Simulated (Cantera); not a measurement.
# Abatement and gas-phase synthesis: HF + SO2 + N2

A closed system holds: 1 mol HF, 0.28 mol SO2, 0.22 mol N2, equilibrated at 13.3 mbar.

These are equilibrium values from Cantera (NASA tables, ideal gas, pure condensed phases), not measurements of a reactor. Candidate condensed phases: H2O, H2SO4, S; 100 gas species. Ions and electrons are included (thermal ionisation). Kinetics and transport are ignored.

```tsv
T (K)	x HF	x F	x H	x O	x N2	x SO2	x S	x SO	x N	x O2
2500	0.625	0.0119	0.00519	0.0163	0.139	0.127	0.00442	0.0471	9.43e-7	0.0168
2750	0.556	0.0335	0.0220	0.0598	0.127	0.0664	0.0203	0.0771	7.42e-6	0.0241
3000	0.435	0.0782	0.0644	0.134	0.110	0.0172	0.0565	0.0683	4.01e-5	0.0187
3250	0.287	0.150	0.139	0.187	0.0941	0.00184	0.0901	0.0292	0.000164	0.00748
3500	0.148	0.232	0.225	0.195	0.0822	0.000120	0.0978	0.00801	0.000550	0.00209
3750	0.0593	0.289	0.285	0.189	0.0749	8.81e-6	0.0949	0.00220	0.00159	0.000600
4000	0.0211	0.313	0.311	0.184	0.0708	9.09e-7	0.0926	0.000713	0.00409	0.000204
4250	0.00768	0.320	0.320	0.182	0.0671	1.26e-7	0.0915	0.000269	0.00940	8.05e-5
4500	0.00301	0.322	0.321	0.181	0.0615	2.18e-8	0.0907	0.000114	0.0193	3.53e-5
4750	0.00128	0.320	0.320	0.179	0.0527	4.51e-9	0.0898	5.23e-5	0.0355	1.68e-5
5000	0.000583	0.317	0.317	0.177	0.0407	1.08e-9	0.0885	2.58e-5	0.0579	8.56e-6
```
x: gas mole fraction; nothing condenses.

From 2500 K to 5000 K nothing is condensed.
